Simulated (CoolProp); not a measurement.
Properties of dimethyl carbonate along the isobar 0.566 bar.

The numbers come from the reference Helmholtz-energy equation of state, Zhou 2011 in CoolProp.

```tsv
T (°C)	phase	cp (kJ/(kg K))	cv (kJ/(kg K))	speed of sound (m/s)	isothermal compressibility (1/MPa)	expansivity (1/kK)
77.85	gas	1.329	___	183.8	18.00	3.026
96.05	gas	1.373	___	188.7	17.94	2.849
114.25	gas	1.417	1.320	193.4	17.90	2.693
132.45	gas	1.462	1.365	198.0	17.87	2.556
150.65	gas	1.506	___	202.5	17.84	2.434
168.95	gas	1.549	1.453	206.8	17.82	2.323
187.15	gas	1.590	1.495	211.0	17.80	2.224
205.35	gas	1.631	1.536	215.2	17.78	2.133
223.55	gas	1.670	1.575	219.2	17.77	2.051
241.75	gas	1.707	1.613	___	17.76	1.974
259.95	gas	1.743	1.649	227.0	17.75	1.904
```

What belongs in the gaps?


- 77.85, cv (kJ/(kg K)): 1.228
- 96.05, cv (kJ/(kg K)): 1.274
- 150.65, cv (kJ/(kg K)): 1.409
- 241.75, speed of sound (m/s): 223.1
